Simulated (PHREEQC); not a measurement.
Model water analysis in mg/kgw, 65 °C, pH 6.58, pe 8.5: Na 0.0322; K 0.00375; Ca 0.0361; Mg 0.0355; Cl 0.0571; S(6) as SO4 0.083; Alkalinity as HCO3 0.182; Si as SiO2 0.000377.

Valence states are taken as typed.

Computed with PHREEQC (ion-association model, wateq4f.dat).

- ionic strength = 9.76e-6 mol/kgw
- charge-balance error = -0.8 %

| species | molality | activity | log γ |
|---|---|---|---|
| HCO3- | 2.79e-6 | 2.77e-6 | -0.002 |
| Cl- | 1.61e-6 | 1.60e-6 | -0.002 |
| Mg+2 | 1.46e-6 | 1.44e-6 | -0.007 |
| CO2 | 1.45e-6 | 1.45e-6 | 0.000 |
| Na+ | 1.40e-6 | 1.39e-6 | -0.002 |
| Ca+2 | 9.00e-7 | 8.86e-7 | -0.007 |
| SO4-2 | 8.63e-7 | 8.49e-7 | -0.007 |
| OH- | 4.59e-7 | 4.58e-7 | -0.002 |
| H+ | 2.64e-7 | 2.63e-7 | -0.002 |
| K+ | 9.59e-8 | 9.55e-8 | -0.002 |
| H4SiO4 | 6.26e-9 | 6.26e-9 | 0.000 |

This is a speciation only: nothing precipitates in the calculation. Complexes and solids missing from the database can't appear. Constants without temperature data keep their 25 °C values here.
